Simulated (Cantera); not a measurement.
Input (Python, Cantera) and output of one run.

```python
import numpy as np
import cantera as ct

gas_names = """
    H HO2 H2 H2O H2O2 Nb NbO NbO2 O OH O2 O3
""".split()
cond_names = """
    H2O(s) H2O(L) Nb(cr) Nb(L) NbO(s) NbO(L) NbO2(I) NbO2(II) NbO2(III) NbO2(L) Nb2O5(s) Nb2O5(L)
""".split()


# ... load() reads the species with a 1 bar reference pressure and builds the phases ...
atoms = {
    'Nb': {'Nb': 1},
    'O2': {'O': 2},
    'H2': {'H': 2},
}
top_T = {}  # K; cautious upper limits of use, not melting points


# ... equilibrate(T, P, feed) seeds the gas with the atoms and calls Mixture.equilibrate('TP', solver="vcs", rtol=1e-11, max_steps=5000) ...
results = []
feed = {'Nb': 1, 'O2': 0.16, 'H2': 100}  # mol
P = 85000  # Pa
for T in [1498, 1698, 1898, 2098, 2298, 2498, 2698]:
    mix = equilibrate(T, P, feed)
    results.append((T, P, feed, dict(zip(mix.species_names, mix.species_moles))))

top = {s: max(r[3][s] / sum(r[3][g] for g in gas_names) for r in results) for s in gas_names}
cols = sorted((s for s in top if top[s] > 0.001), key=lambda s: -top[s])[:8]
seen = [c for c in cond_names if any(r[3].get(c, 0) > 1e-12 for r in results)]
print("log10 of partial pressures in bar; condensed amounts in mol")
print(f"{'T/K':>10s}" + "".join(f"{s[:9]:>10s}" for s in cols + seen))
for T, P, feed, n in results:
    ng = sum(n[g] for g in gas_names)
    print(f"{T:10.4g}" + "".join(f"{np.log10(max(n[s] / ng * P / 1e5, 1e-99)):10.3f}" for s in cols)
          + "".join(f"{n.get(c, 0):10.4g}" for c in seen))
```

Result:

```
log10 of partial pressures in bar; condensed amounts in mol
       T/K        H2         H       H2O    Nb(cr)    NbO(s)
      1498    -0.071    -4.800    -4.295     0.686     0.314
      1698    -0.071    -3.875    -3.632    0.7075    0.2925
      1898    -0.071    -3.143    -3.115    0.7703    0.2297
      2098    -0.073    -2.548    -2.704    0.9136   0.08598
      2298    -0.076    -2.057    -2.577    0.9963         0
      2498    -0.084    -1.645    -2.604     0.986         0
      2698    -0.098    -1.298    -2.674    0.9576         0
```

Equilibrium computed with Cantera from the NASA thermochemical tables; the gas is ideal and each condensed phase is pure. Mutual solubility and eutectic melting of coexisting phases are not modelled. NbO: taken at fixed stoichiometry. Condensed phases not in the tables: N, O or C dissolved in the metal.
